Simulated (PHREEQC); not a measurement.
Make-up at 20 °C: 0.037 mol ZnSO4, 0.0014 mol CuCl2 and 0.19 mol NaH2PO4 per kg of water. Closed to the air; pH follows from the charge balance.

All values are PHREEQC results (ion-association model, wateq4f.dat), not measurements.

```json
[
 {"quantity": "pH", "before": "4.38", "after": "5.46"},
 {"quantity": "ionic strength (mol/kgw)", "before": "0.292", "after": "0.0856"},
 {"quantity": "Zn+2 (mol/kgw)", "before": "0.0268", "after": "0.0208"},
 {"quantity": "ZnSO4 (mol/kgw)", "before": "0.00873", "after": "0.0139"},
 {"quantity": "Zn(SO4)2-2 (mol/kgw)", "before": "0.00141", "after": "0.00219"},
 {"quantity": "Cu+2 (mol/kgw)", "before": "0.00109", "after": "0.000880"},
 {"quantity": "SI of Goslarite (ZnSO4:7H2O)", "before": "-2.40", "after": "-2.20"},
 {"quantity": "SI of Tenorite (CuO)", "before": "-2.55", "after": "-0.31"}
]
```

Task: Which change was made?
(A) CuCl2 from 0.0014 to 0.0007 mol/kgw
(B) 0.0019 mol/kgw H4SiO4 added
(C) ZnSO4 from 0.037 to 0.0333 mol/kgw
(D) NaH2PO4 left out

Result: D, NaH2PO4 left out

This is a speciation only: nothing precipitates in the calculation. Some of these states are supersaturated (in Zn3(PO4)2:4w, Cu3(PO4)2:3H2O, Brochantite, for instance). H3PO4, which wateq4f.dat lacks, is added to it with the constant of phreeqc.dat. The database has no phosphate complexes of Cu, Zn.
